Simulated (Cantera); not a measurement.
Feed: 1 mol SF6, 0.074 mol O2, held at 3298 K and 0.100 bar.

These are equilibrium values from Cantera (NASA tables, ideal gas, pure condensed phases), not measurements of a reactor. Candidate condensed phases: S; 25 gas species. Rates play no part.

Problem. What is the equilibrium state?

Solution. 
* **x(F)**: 0.852
* **x(S)**: 0.118
* **x(SO)**: 0.0110
* **x(O)**: 0.00953
* **x(S2)**: 0.00448
* **x(SF)**: 0.00407
* **x(SO2)**: 0.000195
* **x(O2)**: 0.000110
* **x(SF2)**: 4.91e-5
* **gas amount**: 7.007 mol
* **log10 activity of S(l) (absent)**: -3.59
